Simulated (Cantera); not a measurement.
**Adiabatic ignition**

An adiabatic, constant-pressure homogeneous reactor starts with CH4 : CO : O2 : N2 = 1 : 1.1 : 1.96 : 7.38 (molar parts), at 1450 K and 1.30 bar.

Detailed kinetics in Cantera: GRI-Mech 3.0 (53 species, 325 reactions).

```json
[
 {"t (s)": "7.00e-6", "T (K)": "1450", "x CH4": "0.0874", "x CO": "0.0962", "x O2": "0.171", "x C2H6": "5.96e-11", "x NO": "<1e-12", "x H2": "7.06e-8", "x CH2CO": "6.82e-12"},
 {"t (s)": "2.11e-5", "T (K)": "1450", "x CH4": "0.0874", "x CO": "0.0962", "x O2": "0.171", "x C2H6": "2.17e-9", "x NO": "<1e-12", "x H2": "2.72e-7", "x CH2CO": "7.19e-11"},
 {"t (s)": "6.38e-5", "T (K)": "1450", "x CH4": "0.0874", "x CO": "0.0961", "x O2": "0.171", "x C2H6": "8.78e-8", "x NO": "<1e-12", "x H2": "1.29e-6", "x CH2CO": "7.96e-10"},
 {"t (s)": "0.000192", "T (K)": "1450", "x CH4": "0.0873", "x CO": "0.0961", "x O2": "0.171", "x C2H6": "3.91e-6", "x NO": "<1e-12", "x H2": "9.18e-6", "x CH2CO": "9.60e-9"},
 {"t (s)": "0.000581", "T (K)": "1452", "x CH4": "0.0868", "x CO": "0.0961", "x O2": "0.171", "x C2H6": "0.000110", "x NO": "<1e-12", "x H2": "0.000106", "x CH2CO": "1.64e-7"},
 {"t (s)": "0.00175", "T (K)": "1503", "x CH4": "0.0776", "x CO": "0.0970", "x O2": "0.164", "x C2H6": "0.00146", "x NO": "1.50e-11", "x H2": "0.00292", "x CH2CO": "3.83e-5"},
 {"t (s)": "0.00529", "T (K)": "2765", "x CH4": "<1e-12", "x CO": "0.101", "x O2": "0.00762", "x C2H6": "<1e-12", "x NO": "0.00564", "x H2": "0.0254", "x CH2CO": "<1e-12"},
 {"t (s)": "0.0160", "T (K)": "2764", "x CH4": "<1e-12", "x CO": "0.101", "x O2": "0.00755", "x C2H6": "<1e-12", "x NO": "0.00592", "x H2": "0.0254", "x CH2CO": "<1e-12"},
 {"t (s)": "0.0482", "T (K)": "2764", "x CH4": "<1e-12", "x CO": "0.101", "x O2": "0.00755", "x C2H6": "<1e-12", "x NO": "0.00592", "x H2": "0.0254", "x CH2CO": "<1e-12"},
 {"t (s)": "0.145", "T (K)": "2764", "x CH4": "<1e-12", "x CO": "0.101", "x O2": "0.00755", "x C2H6": "<1e-12", "x NO": "0.00592", "x H2": "0.0254", "x CH2CO": "<1e-12"},
 {"t (s)": "0.439", "T (K)": "2764", "x CH4": "<1e-12", "x CO": "0.101", "x O2": "0.00755", "x C2H6": "<1e-12", "x NO": "0.00592", "x H2": "0.0254", "x CH2CO": "<1e-12"},
 {"t (s)": "1.33", "T (K)": "2764", "x CH4": "<1e-12", "x CO": "0.101", "x O2": "0.00755", "x C2H6": "<1e-12", "x NO": "0.00592", "x H2": "0.0254", "x CH2CO": "<1e-12"},
 {"t (s)": "4.00", "T (K)": "2764", "x CH4": "<1e-12", "x CO": "0.101", "x O2": "0.00755", "x C2H6": "<1e-12", "x NO": "0.00592", "x H2": "0.0254", "x CH2CO": "<1e-12"}
]
```
x: mole fraction; the columns are a selection and need not sum to one.

```
Property                                                            Result
---------------------------------  ---------------------------------------
time of steepest temperature rise                                  2.02 ms
temperature at 4.00 s                                               2764 K
equilibrium temperature                                             2764 K
x(CH4) at 4.00 s                     <1e-12 (gas-phase equilibrium <1e-12)
x(CO) at 4.00 s                        0.101 (gas-phase equilibrium 0.101)
x(O2) at 4.00 s                    0.00755 (gas-phase equilibrium 0.00755)
```
